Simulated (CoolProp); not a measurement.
A Linde-Hampson liquefier for dry air: isothermal reversible compression at 200 K from 1 atm to 15 MPa, throttling to 1 atm, return gas leaving the recuperator 2 K below the feed. Each further row changes one setting.

Model: reference Helmholtz-energy equation of state, Lemmon 2000, in CoolProp. It is a pseudo-pure fit of the blend.

| case | liquid yield per pass | compression work (kJ/kg of gas) |
|---|---|---|
| as stated | 0.212 | 270 |
| high pressure 30 MPa | 0.274 | 305 |
| warm-end temperature 230 K | 0.139 | 320 |
| warm-end gap 7 K | 0.199 | 270 |
